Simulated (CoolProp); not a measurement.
A single-stage vapour-compression cycle with the fluid: evaporating at 311.15 K (dew point), condensing at 380.15 K (bubble point), superheat 10 K, subcooling 2 K, compressor efficiency 0.75, no pressure losses. The same conditions are run with several fluids, on thermodynamics alone (safety and materials aside).

Computed with CoolProp (reference Helmholtz-energy equation of state of each fluid (cyclopentane: Gedanitz 2015; hexamethyldisiloxane (MM): Thol 2016; R123: Younglove 1994; R1336mzz(E): Akasaka 2023; neopentane: Lemmon 2006; R236EA: Rui 2013)).

```csv
fluid,cooling COP,pressure ratio,discharge temperature (K),refrigerating effect (kJ/kg),volumetric capacity (kJ/m³)
cyclopentane,2.65,7.11,397.5,272,505
hexamethyldisiloxane (MM),1.99,11.7,380.2,102,65.5
R123,2.40,6.34,391.1,100,871
R1336mzz(E),1.70,5.81,383.6,54.9,[?]
neopentane,1.91,5.03,380.2,134,999
R236EA,1.84,[?],382.0,65.0,[?]
```

**Question.** Fill in the missing entries.

**Answer.** 
- R1336mzz(E), volumetric capacity (kJ/m³): 1110
- R236EA, pressure ratio: 5.76
- R236EA, volumetric capacity (kJ/m³): 1280

The compression ends wet for: hexamethyldisiloxane (MM); neopentane.
